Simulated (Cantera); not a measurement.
## Stirred combustor or abatement burner

A perfectly stirred reactor is fed with H2 : O2 : N2 : NO = 1 : 1.19 : 4.48 : 0.014 (molar parts), at 0.970 bar; it is adiabatic with a 650 K inlet, and is followed from long to short residence time, starting on the burning branch (τ in s: 0.081, 0.039, 0.018, 0.0087, 0.0041, 0.0019, 0.00092, 0.00044, 0.00021, 9.8e-05, 4.6e-05, 2.2e-05).

Computed with Cantera and GRI-Mech 3.0 (53 species, 325 reactions). The mechanism lacks 2 NO + O2 → 2 NO2 and HONO, so NO2 and the effect of NO are under-described below about 1400 K.

| τ (s) | T (K) | x H2 | x O2 | x NO | x H2O2 | x H2O | x N2O |
|---|---|---|---|---|---|---|---|
| 0.081 | 1763 | 0.000153 | 0.111 | 0.00226 | 1.12e-7 | 0.161 | 5.46e-7 |
| 0.039 | 1759 | 0.000248 | 0.111 | 0.00226 | 1.51e-7 | 0.160 | 6.71e-7 |
| 0.018 | 1754 | 0.000414 | 0.111 | 0.00226 | 2.09e-7 | 0.160 | 7.43e-7 |
| 0.0087 | 1747 | 0.000670 | 0.111 | 0.00226 | 2.82e-7 | 0.159 | 7.34e-7 |
| 0.0041 | 1736 | 0.00109 | 0.110 | 0.00226 | 3.84e-7 | 0.158 | 6.67e-7 |
| 0.0019 | 1718 | 0.00179 | 0.110 | 0.00226 | 5.30e-7 | 0.157 | 5.71e-7 |
| 0.00092 | 1692 | 0.00280 | 0.110 | 0.00225 | 7.29e-7 | 0.154 | 4.80e-7 |
| 0.00044 | 1653 | 0.00434 | 0.109 | 0.00225 | 1.04e-6 | 0.151 | 3.95e-7 |
| 0.00021 | 1598 | 0.00665 | 0.110 | 0.00224 | 1.59e-6 | 0.147 | 3.22e-7 |
| 9.8e-5 | 1519 | 0.0105 | 0.111 | 0.00223 | 2.64e-6 | 0.140 | 2.57e-7 |
| 4.6e-5 | 1413 | 0.0181 | 0.115 | 0.00221 | 4.74e-6 | 0.129 | 1.94e-7 |
| 2.2e-5 | 1223 | 0.0482 | 0.131 | 0.00217 | 8.59e-6 | 0.0975 | 1.29e-7 |
x: mole fraction; the columns are a selection and need not sum to one.
